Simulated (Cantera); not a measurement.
Source: NASA polynomial tables (part measured, part estimated), evaluated in Cantera. Values are per mole of reaction as written; species without (g) are pure solids or liquids, kept so even where they would boil at 1 bar.

Ca(g) + CO(g) → CaO + C

| T (K) | ΔH° (kJ) | ΔS° (J/K) | ΔG° (kJ) | log10 K |
|---|---|---|---|---|
| 300 | -702.4 | -308.6 | -609.8 | 106.17 |
| 1673 | … | … | … | … |
| 1873 | -670.8 | -277.6 | -150.8 | 4.21 |
| 2073 | -665.5 | -274.9 | -95.6 | 2.41 |
| 2273 | … | … | … | … |
| 2473 | -654.6 | -270.1 | 13.4 | -0.28 |
| 2673 | … | … | … | … |

Question: Complete the blanks.

Answer: 
- 1673, ΔH° (kJ): -675.9
- 1673, ΔS° (J/K): -280.5
- 1673, ΔG° (kJ): -206.6
- 1673, log10 K: 6.45
- 2273, ΔH° (kJ): -660.1
- 2273, ΔS° (J/K): -272.4
- 2273, ΔG° (kJ): -40.8
- 2273, log10 K: 0.94
- 2673, ΔH° (kJ): -649.0
- 2673, ΔS° (J/K): -268.0
- 2673, ΔG° (kJ): 67.2
- 2673, log10 K: -1.31
